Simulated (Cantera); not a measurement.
A closed system holds: 1 mol Pb, 0.12 mol O2, 0.11 mol N2, held at 1000 K and 74.0 Pa.

Cantera equilibrium calculation (NASA polynomials, part measured and part estimated; ideal gas, pure solids and liquids). Candidate condensed phases: Pb, PbO, PbO2, Pb3O4; 12 gas species. Kinetics and transport are ignored.

### Question
What is the equilibrium state?

### Answer
```json
{
 "x(N2)": "0.978",
 "x(Pb)": "0.0219",
 "x(PbO)": "0.000412",
 "n(Pb(l))": "0.758 mol",
 "n(PbO(yellow))": "0.240 mol",
 "gas_amount": "0.1125 mol",
 "log10 activity of PbO2(s) (absent)": "-8.36"
}
```
